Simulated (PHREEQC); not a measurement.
Consider water at 25 °C with 20 mmol/kgw MnSO4, 0.046 mmol/kgw HCl and 9.8 mmol/kgw NaCl. Closed to the air; pH follows from the charge balance.

The numbers come from PHREEQC with the ion-association model, phreeqc.dat.

```json
[
 {"quantity": "pH", "before": "4.61", "after": "4.80"},
 {"quantity": "ionic strength (mol/kgw)", "before": "0.0639", "after": "0.0545"},
 {"quantity": "SI of Halite (NaCl)", "before": "-5.80", "after": "-5.83"}
]
```

Q: Name the change that produced these shifts.
A) HCl left out
B) 0.0082 mol/kgw Cd(NO3)2 added
C) temperature from 25 to 70 °C
D) MnSO4 left out

A: C, temperature from 25 to 70 °C

Precipitation was switched off in this run. Away from 25 °C the constants follow the database's enthalpies or fits; those with neither stay at their 25 °C values.
